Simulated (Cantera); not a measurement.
Cu + CO2 + H2 (metals in furnace atmospheres)

Charge: 1 mol Cu, 0.035 mol CO2, 37 mol H2, equilibrated at 26.0 Pa.

Equilibrium computed with Cantera from the NASA thermochemical tables; the gas is ideal and each condensed phase is pure. Candidate condensed phases: C, C6H6, C7H8, C8H18, Cu, CuO, Cu(OH)2, Cu2O, H2O; 113 gas species. The numbers say what is thermodynamically allowed, not how fast it happens.

```csv
T (K),x H2,x Cu,x H,x CO,x H2O,x Cu2,n Cu(s),n Cu(l)
825,0.998,1.19e-11,4.92e-10,0.000941,0.000943,<1e-12,1.00,0
900,0.998,6.93e-10,7.24e-9,0.000943,0.000943,<1e-12,1.00,0
975,0.998,2.15e-8,7.09e-8,0.000944,0.000944,<1e-12,1.000,0
1050,0.998,4.05e-7,5.03e-7,0.000944,0.000944,1.56e-12,1.000,0
1125,0.998,5.14e-6,2.75e-6,0.000944,0.000944,5.77e-11,1.000,0
1200,0.998,4.72e-5,1.22e-5,0.000944,0.000944,1.34e-9,0.998,0
1275,0.998,0.000333,4.57e-5,0.000944,0.000944,2.13e-8,0.988,0
1350,0.996,0.00188,0.000148,0.000943,0.000943,2.47e-7,0.930,0
1425,0.989,0.00835,0.000421,0.000937,0.000937,1.96e-6,0,0.688
1500,0.971,0.0263,0.00108,0.000919,0.000919,8.54e-6,0,0
1575,0.969,0.0263,0.00254,0.000919,0.000919,4.07e-6,0,0
1650,0.966,0.0262,0.00554,0.000917,0.000917,2.07e-6,0,0
1725,0.961,0.0261,0.0113,0.000915,0.000914,1.11e-6,0,0
1800,0.951,0.0260,0.0216,0.000910,0.000909,6.23e-7,0,0
```
x: gas mole fraction; n: condensed amount in mol.

From 825 K to 1350 K the condensed part is Cu(s). At 1425 K the condensed part is Cu(l). From 1500 K to 1800 K nothing is condensed.
